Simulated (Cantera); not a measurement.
# Premixed flame

A freely propagating, adiabatic, planar premixed flame of 38.5 % H2, 17.5 % O2, 43.9 % N2, equivalence ratio 1.1, unburnt at 625 K and 1.50 bar; mixture-averaged transport, grid criteria slope 0.08 and curve 0.16, no radiation.

Computed with Cantera and the H2/O2 subset of GRI-Mech 3.0, which has no nitrogen chemistry. Burning velocities carry a grid error of a few per cent, more on coarse grids.

```tsv
z (mm)	T (K)	u (m/s)	x H2	x O2	x O	x H	x OH	x HO2
-0.751	625	11.7	0.385	0.175	<1e-8	<1e-8	<1e-8	<1e-8
-0.501	625	11.7	0.385	0.175	<1e-8	<1e-8	<1e-8	<1e-8
-0.375	625	11.7	0.385	0.175	<1e-8	<1e-8	<1e-8	<1e-8
-0.250	625	11.7	0.385	0.175	<1e-8	2.44e-8	<1e-8	2.96e-7
-0.125	635	11.9	0.383	0.176	6.04e-6	0.000142	3.55e-5	0.000246
-0.0626	839	15.3	0.350	0.172	0.000433	0.00758	0.00112	0.000337
0	1343	23.6	0.217	0.122	0.00822	0.0542	0.00630	0.000149
0.0626	1704	29.4	0.104	0.0504	0.0170	0.0861	0.0171	5.68e-5
0.125	1874	32.1	0.0830	0.0317	0.0181	0.0820	0.0228	3.16e-5
0.250	2058	34.8	0.0813	0.0256	0.0162	0.0670	0.0270	2.08e-5
0.501	2250	37.5	0.0804	0.0213	0.0130	0.0509	0.0295	1.39e-5
1.00	2441	40.0	0.0769	0.0170	0.00950	0.0365	0.0300	9.21e-6
2.00	2613	42.3	0.0715	0.0129	0.00643	0.0250	0.0284	6.74e-6
```
x: mole fraction of selected species; z is measured from the peak of heat release.

```
Property                      Value
------------------------  ---------
laminar burning velocity  1170 cm/s
thermal thickness          0.250 mm
peak x(O)                    0.0182
peak x(H)                    0.0867
peak x(OH)                   0.0301
peak x(HO2)                0.000463
```
